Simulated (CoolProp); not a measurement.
Saturation properties of toluene (Tc = 591.7 K, pc = 4.126 MPa, ω = 0.266).

Model: reference Helmholtz-energy equation of state, Lemmon 2006, in CoolProp. It is a short technical equation, of lower accuracy than the large ones.

```json
[
 {"T (K)": "464.1", "p (MPa)": "0.6367", "enthalpy of vaporisation (kJ/kg)": "299.2", "vapour Z": "0.8544", "liquid viscosity (µPa s)": "146", "liquid conductivity (mW/(m K))": "89.4"},
 {"T (K)": "468.3", "p (MPa)": "0.6876", "enthalpy of vaporisation (kJ/kg)": "295.4", "vapour Z": "0.8463", "liquid viscosity (µPa s)": "142", "liquid conductivity (mW/(m K))": "88.6"},
 {"T (K)": "472.5", "p (MPa)": "0.7415", "enthalpy of vaporisation (kJ/kg)": "291.4", "vapour Z": "0.8380", "liquid viscosity (µPa s)": "139", "liquid conductivity (mW/(m K))": "87.8"},
 {"T (K)": "476.7", "p (MPa)": "0.7985", "enthalpy of vaporisation (kJ/kg)": "287.3", "vapour Z": "0.8293", "liquid viscosity (µPa s)": "135", "liquid conductivity (mW/(m K))": "87.1"},
 {"T (K)": "480.9", "p (MPa)": "0.8588", "enthalpy of vaporisation (kJ/kg)": "283.1", "vapour Z": "0.8203", "liquid viscosity (µPa s)": "131", "liquid conductivity (mW/(m K))": "86.4"},
 {"T (K)": "485.1", "p (MPa)": "0.9223", "enthalpy of vaporisation (kJ/kg)": "278.8", "vapour Z": "0.8110", "liquid viscosity (µPa s)": "128", "liquid conductivity (mW/(m K))": "85.7"},
 {"T (K)": "489.2", "p (MPa)": "0.9877", "enthalpy of vaporisation (kJ/kg)": "274.5", "vapour Z": "0.8016", "liquid viscosity (µPa s)": "125", "liquid conductivity (mW/(m K))": "85.0"},
 {"T (K)": "493.4", "p (MPa)": "1.058", "enthalpy of vaporisation (kJ/kg)": "270.0", "vapour Z": "0.7916", "liquid viscosity (µPa s)": "121", "liquid conductivity (mW/(m K))": "84.4"},
 {"T (K)": "497.6", "p (MPa)": "1.132", "enthalpy of vaporisation (kJ/kg)": "265.3", "vapour Z": "0.7812", "liquid viscosity (µPa s)": "118", "liquid conductivity (mW/(m K))": "83.7"},
 {"T (K)": "501.8", "p (MPa)": "1.211", "enthalpy of vaporisation (kJ/kg)": "260.5", "vapour Z": "0.7704", "liquid viscosity (µPa s)": "115", "liquid conductivity (mW/(m K))": "83.1"},
 {"T (K)": "506", "p (MPa)": "1.293", "enthalpy of vaporisation (kJ/kg)": "255.5", "vapour Z": "0.7593", "liquid viscosity (µPa s)": "111", "liquid conductivity (mW/(m K))": "82.5"},
 {"T (K)": "510.2", "p (MPa)": "1.379", "enthalpy of vaporisation (kJ/kg)": "250.3", "vapour Z": "0.7477", "liquid viscosity (µPa s)": "108", "liquid conductivity (mW/(m K))": "81.9"},
 {"T (K)": "514.4", "p (MPa)": "1.469", "enthalpy of vaporisation (kJ/kg)": "245.0", "vapour Z": "0.7356", "liquid viscosity (µPa s)": "105", "liquid conductivity (mW/(m K))": "81.3"},
 {"T (K)": "518.6", "p (MPa)": "1.564", "enthalpy of vaporisation (kJ/kg)": "239.5", "vapour Z": "0.7231", "liquid viscosity (µPa s)": "102", "liquid conductivity (mW/(m K))": "80.8"}
]
```

It boils at 383.7 K under 1 atm.

Viscosity comes from a separate model (Avgeri 2015). Thermal conductivity comes from a separate model (Assael 2012).
